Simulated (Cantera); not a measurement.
## Low-pressure radical oxidation in H2/O2

A perfectly stirred reactor is fed with H₂ : O₂ : N₂ = 0.043 : 1 : 0.59 (molar parts), at 20.0 Torr; it is held at 1275 K, and followed from long to short residence time.

Detailed kinetics in Cantera: the H2/O2 subset of GRI-Mech 3.0, which has no nitrogen chemistry. Radical loss at walls, strong at low pressure, is not modelled.

```json
[
 {"τ (s)": "18", "x H₂": "1.14e-5", "x O₂": "0.607", "x HO₂": "2.65e-7", "x H": "4.17e-6", "x H₂O₂": "1.66e-8", "x O": "0.000223", "x H₂O": "0.0265"},
 {"τ (s)": "4.9", "x H₂": "2.57e-5", "x O₂": "0.607", "x HO₂": "4.89e-7", "x H": "1.52e-5", "x H₂O₂": "2.65e-8", "x O": "0.000528", "x H₂O": "0.0264"},
 {"τ (s)": "1.4", "x H₂": "5.51e-5", "x O₂": "0.606", "x HO₂": "8.22e-7", "x H": "5.17e-5", "x H₂O₂": "3.87e-8", "x O": "0.00119", "x H₂O": "0.0263"},
 {"τ (s)": "0.38", "x H₂": "0.000119", "x O₂": "0.605", "x HO₂": "1.30e-6", "x H": "0.000177", "x H₂O₂": "5.34e-8", "x O": "0.00269", "x H₂O": "0.0260"},
 {"τ (s)": "0.11", "x H₂": "0.000243", "x O₂": "0.602", "x HO₂": "1.83e-6", "x H": "0.000518", "x H₂O₂": "6.75e-8", "x O": "0.00543", "x H₂O": "0.0254"},
 {"τ (s)": "0.029", "x H₂": "0.000512", "x O₂": "0.598", "x HO₂": "2.38e-6", "x H": "0.00134", "x H₂O₂": "8.18e-8", "x O": "0.00989", "x H₂O": "0.0244"},
 {"τ (s)": "0.0081", "x H₂": "0.00109", "x O₂": "0.595", "x HO₂": "2.80e-6", "x H": "0.00247", "x H₂O₂": "1.00e-7", "x O": "0.0137", "x H₂O": "0.0229"}
]
```
x: mole fraction; the columns are a selection and need not sum to one.
